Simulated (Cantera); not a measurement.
An isothermal, constant-pressure homogeneous reactor starts with H2 : O2 : N2 = 0.36 : 1 : 4.9 (molar parts), equivalence ratio 0.18, at 1175 K and 5.70 Torr.

Detailed kinetics in Cantera: the H2/O2 subset of GRI-Mech 3.0, which has no nitrogen chemistry. Radical loss at walls, strong at low pressure, is not modelled. The temperature is held fixed by assumption; the heat of reaction is taken as removed at once.

One state of this run: x H2 = 0.0433; x O2 = 0.152; x OH = 0.00155; x O = 0.00316; x HO2 = 4.93e-7. x: mole fraction; the columns are a selection and need not sum to one.

Q: Which value of t (s) does it belong to?
A) 0.431
B) 7.66
C) 2.94
D) 0.00928

A: D, 0.00928
